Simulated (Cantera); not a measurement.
Stirred combustor or abatement burner

A perfectly stirred reactor is fed with CO : H2 : CH4 : O2 : N2 = 1 : 0.2 : 0.052 : 1.24 : 4.64 (molar parts), equivalence ratio 0.57, at 1.00 atm; it is adiabatic with a 325 K inlet, and is followed from long to short residence time, starting on the burning branch (τ in s: 0.15, 0.042, 0.012, 0.0033, 0.00092, 0.00026, 7.2e-05, 2e-05, 5.6e-06).

Computed with Cantera and GRI-Mech 3.0 (53 species, 325 reactions).

| τ (s) | T (K) | x CO | x H2 | x CH4 | x H2O | x NO2 | x N2O |
|---|---|---|---|---|---|---|---|
| 0.15 | 1860 | 0.00157 | 9.62e-5 | 6.55e-7 | 0.0457 | 1.70e-7 | 5.68e-7 |
| 0.042 | 1841 | 0.00343 | 0.000209 | 1.43e-6 | 0.0452 | 9.68e-8 | 7.00e-7 |
| 0.012 | 1803 | 0.00711 | 0.000436 | 3.11e-6 | 0.0444 | 4.67e-8 | 6.53e-7 |
| 0.0033 | 1731 | 0.0140 | 0.000857 | 7.43e-6 | 0.0430 | 2.35e-8 | 5.17e-7 |
| 0.00092 | 1607 | 0.0261 | 0.00148 | 2.15e-5 | 0.0411 | 1.48e-8 | 3.90e-7 |
| 0.00026 | 325 | 0.140 | 0.0280 | 0.00729 | <1e-12 | <1e-12 | <1e-12 |
| 7.2e-5 | 325 | 0.140 | 0.0280 | 0.00729 | <1e-12 | <1e-12 | <1e-12 |
| 2.0e-5 | 325 | 0.140 | 0.0280 | 0.00729 | <1e-12 | <1e-12 | <1e-12 |
| 5.6e-6 | 325 | 0.140 | 0.0280 | 0.00729 | <1e-12 | <1e-12 | <1e-12 |
x: mole fraction; the columns are a selection and need not sum to one.
